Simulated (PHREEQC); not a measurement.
A solution holds 0.048 mol ZnCl2, 0.0073 mol KCl and 0.012 mol MnSO4 per kg of water, at 25 °C and 10 atm. Closed to the air; pH follows from the charge balance.

All values are PHREEQC results (ion-association model, phreeqc.dat), not measurements.

No solid was allowed to form.

**Question.** Order these S species by the share of S that they hold, largest first: SO4-2, MnSO4, ZnSO4, KSO4-, Zn(SO4)2-2.

**Answer.** SO4-2 (46 %), ZnSO4 (41 %), MnSO4 (8.3 %), Zn(SO4)2-2 (3.8 %), KSO4- (0.71 %)

The pH is 5.25 and the ionic strength 0.165 mol/kgw. Species that the database lacks are ignored.
